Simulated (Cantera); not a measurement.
Input: 1 mol Si, 2 mol HCl, 2.5 mol H2, at 727 °C and 440000 Pa.

Cantera equilibrium calculation (NASA polynomials, part measured and part estimated; ideal gas, pure solids and liquids). Candidate condensed phases: Si; 19 gas species. The tables' values for SiCl3 are old estimates; treat these amounts as uncertain. Kinetics and transport are ignored.

Base state: H2 0.849, SiCl4 0.0750, SiHCl3 0.0626, HCl 0.00716, SiH2Cl2 0.00564, SiCl3 0.000564, SiH3Cl 0.000130, SiCl2 0.000103 (mole fractions); condensed: Si(s).

Q: What changes in the equilibrium state with this change: temperature from 727 °C to 1027 °C?

A: 
| species | before | after |
|---|---|---|
| H2 | 0.849 | 0.819 |
| SiCl4 | 0.0750 | 0.0627 |
| SiHCl3 | 0.0626 | 0.0497 |
| HCl | 0.00716 | 0.0471 |
| SiCl2 | 0.000103 | 0.00721 |
| SiCl3 | 0.000564 | 0.00873 |
| SiH3Cl | 0.000130 | 0.000175 |
| Si(s), mol | 0.433 | 0.462 |
